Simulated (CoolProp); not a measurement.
Model: reference Helmholtz-energy equation of state, Younglove 1994, in CoolProp. It is a modified Benedict-Webb-Rubin equation, recast in Helmholtz form.

Question: Give the vapour pressure (bar), liquid density (kg/m³), vapour density (kg/m³), enthalpy of vaporisation (kJ/kg) of saturated R123 at -17.45, 17.85 °C.

Answer: 
```json
[
 {"T (°C)": "-17.45", "p (bar)": "0.138", "liquid density (kg/m³)": "1570", "vapour density (kg/m³)": "1.00", "enthalpy of vaporisation (kJ/kg)": "188"},
 {"T (°C)": "17.85", "p (bar)": "0.695", "liquid density (kg/m³)": "1480", "vapour density (kg/m³)": "4.55", "enthalpy of vaporisation (kJ/kg)": "174"}
]
```
